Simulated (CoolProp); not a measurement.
Vapour-liquid equilibrium of ethylbenzene (1) + o-xylene (2) at 479.8 K; x and y are mole fractions of (1).

Computed with CoolProp (multi-fluid Helmholtz-energy mixture model, Zhou 2012 and Zhou 2012; pair parameters Bell 2016).

Problem. Give the bubble pressure and the first vapour's composition at x = 0.35, 0.55, 0.65. Is there an azeotrope?

Solution. x = 0.35: 4.411 bar, y = 0.387; x = 0.55: 4.577 bar, y = 0.588; x = 0.65: 4.656 bar, y = 0.683. No azeotrope shows between x = 0.05 and 0.95.

Pair parameters are fitted to limited data, so mixtures are less certain than the pure fluids.
